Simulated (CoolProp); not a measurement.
Dimethyl carbonate along the isotherm 331.2 K: fugacity coefficient from the reference equation and from simpler models built on Tc = 557.0 K, pc = 4.909 MPa, ω = 0.346; each cubic takes its own stable root.

Computed with CoolProp (reference Helmholtz-energy equation of state, Zhou 2011).

| p (MPa) | phase | reference |
|---|---|---|
| 0.245 | liquid | 0.1314 |
| 0.491 | liquid | 0.06606 |
| 0.736 | liquid | 0.04442 |
| 0.982 | liquid | 0.03356 |
| 1.23 | liquid | 0.02700 |
| 1.47 | liquid | 0.02277 |
| 1.72 | liquid | 0.01962 |
| 1.96 | liquid | 0.01735 |
| 2.21 | liquid | 0.01551 |
| 2.45 | liquid | 0.01410 |

How far does each simpler model (van der Waals, Soave-Redlich-Kwong) lie from the reference over these 10 states: mean and median of the absolute difference, and the worst?


- van der Waals: mean 1033.0 %, median 1075.3 %, worst +1105.0 % at 331.2 K and 2.45 MPa
- Soave-Redlich-Kwong: mean 3.1 %, median 3.1 %, worst -3.5 % at 331.2 K and 0.245 MPa

At some of these states van der Waals gives the other phase, because its saturation line lies elsewhere.
